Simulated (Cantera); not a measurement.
Feed: 1 mol LiOH, 3.2 mol H2, 12 mol O2, held at 750 Torr.

Equilibrium computed with Cantera from the NASA thermochemical tables; the gas is ideal and each condensed phase is pure. Candidate condensed phases: H2O, Li, LiH, LiOH, Li2O; 17 gas species. The numbers say what is thermodynamically allowed, not how fast it happens.

Q: Which condensed phases are stable at each of these points (T (°C)): 1277, 1302, 1327, 1352, 1377, 1402, 1427, 1452, 1477, 1502, 1527?

A: 
```tsv
T (°C)	condensed phases	Li condensed (%)
1277	Li2O(s)	64.5
1302	Li2O(s)	56.2
1327	Li2O(s)	46.5
1352	Li2O(s)	35.0
1377	Li2O(s)	21.7
1402	Li2O(s)	6.3
1427	gas only	0.0
1452	gas only	0.0
1477	gas only	0.0
1502	gas only	0.0
1527	gas only	0.0
```

From 1277 °C to 1402 °C the condensed part is Li2O(s). From 1427 °C to 1527 °C nothing is condensed.
